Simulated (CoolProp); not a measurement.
Values from CoolProp's reference Helmholtz-energy equation of state, Lemmon 2006. It is a short technical equation, of lower accuracy than the large ones.

### Question
Give the vapour pressure (MPa), liquid density (kg/m³), enthalpy of vaporisation (kJ/kg) of saturated carbon monoxide at 80.5, 103.6, 115.1 K.

### Answer
```csv
T (K),p (MPa),liquid density (kg/m³),enthalpy of vaporisation (kJ/kg)
80.5,0.0888,798,216
103.6,0.704,686,177
115.1,1.44,613,146
```
